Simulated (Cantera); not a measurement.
An isothermal, constant-pressure homogeneous reactor starts with H₂ : O₂ = 0.016 : 1 (molar parts), at 1173 K and 1330 Pa.

Computed with Cantera and GRI-Mech 3.0 (53 species, 325 reactions). Radical loss at walls, strong at low pressure, is not modelled.

x: mole fraction; the columns are a selection and need not sum to one.

```json
[
 {"t (s)": "3.00e-6", "x H₂": "0.0157", "x O₂": "0.984", "x H₂O₂": "<1e-12", "x H": "2.45e-11", "x OH": "<1e-12", "x HO₂": "2.53e-11"},
 {"t (s)": "8.88e-6", "x H₂": "0.0157", "x O₂": "0.984", "x H₂O₂": "<1e-12", "x H": "6.85e-11", "x OH": "6.47e-12", "x HO₂": "7.49e-11"},
 {"t (s)": "2.63e-5", "x H₂": "0.0157", "x O₂": "0.984", "x H₂O₂": "<1e-12", "x H": "1.73e-10", "x OH": "4.98e-11", "x HO₂": "2.22e-10"},
 {"t (s)": "7.77e-5", "x H₂": "0.0157", "x O₂": "0.984", "x H₂O₂": "<1e-12", "x H": "3.60e-10", "x OH": "3.16e-10", "x HO₂": "6.57e-10"},
 {"t (s)": "0.000230", "x H₂": "0.0157", "x O₂": "0.984", "x H₂O₂": "<1e-12", "x H": "7.27e-10", "x OH": "1.58e-9", "x HO₂": "1.95e-9"},
 {"t (s)": "0.000681", "x H₂": "0.0157", "x O₂": "0.984", "x H₂O₂": "1.95e-12", "x H": "2.88e-9", "x OH": "9.73e-9", "x HO₂": "5.79e-9"},
 {"t (s)": "0.00201", "x H₂": "0.0157", "x O₂": "0.984", "x H₂O₂": "1.75e-11", "x H": "9.82e-8", "x OH": "3.68e-7", "x HO₂": "1.92e-8"},
 {"t (s)": "0.00596", "x H₂": "0.00777", "x O₂": "0.978", "x H₂O₂": "(withheld)", "x H": "0.00116", "x OH": "0.00224", "x HO₂": "2.17e-6"},
 {"t (s)": "0.0176", "x H₂": "9.59e-5", "x O₂": "0.972", "x H₂O₂": "2.94e-8", "x H": "0.000941", "x OH": "0.00107", "x HO₂": "1.46e-6"},
 {"t (s)": "0.0522", "x H₂": "7.05e-5", "x O₂": "0.975", "x H₂O₂": "2.91e-8", "x H": "0.000586", "x OH": "0.000916", "x HO₂": "1.29e-6"},
 {"t (s)": "0.154", "x H₂": "3.40e-5", "x O₂": "0.980", "x H₂O₂": "2.72e-8", "x H": "0.000193", "x OH": "0.000638", "x HO₂": "9.34e-7"},
 {"t (s)": "0.457", "x H₂": "8.99e-6", "x O₂": "0.983", "x H₂O₂": "(withheld)", "x H": "2.61e-5", "x OH": "0.000329", "x HO₂": "4.67e-7"},
 {"t (s)": "1.35", "x H₂": "1.53e-6", "x O₂": "0.984", "x H₂O₂": "(withheld)", "x H": "1.85e-6", "x OH": "0.000137", "x HO₂": "1.54e-7"},
 {"t (s)": "4.00", "x H₂": "2.39e-7", "x O₂": "0.984", "x H₂O₂": "(withheld)", "x H": "1.16e-7", "x OH": "5.44e-5", "x HO₂": "3.78e-8"}
]
```

Question: Some entries are withheld; supply them.

Answer: 
- 0.00596, x H₂O₂: 1.24e-7
- 0.457, x H₂O₂: 2.07e-8
- 1.35, x H₂O₂: 1.06e-8
- 4.00, x H₂O₂: 3.59e-9
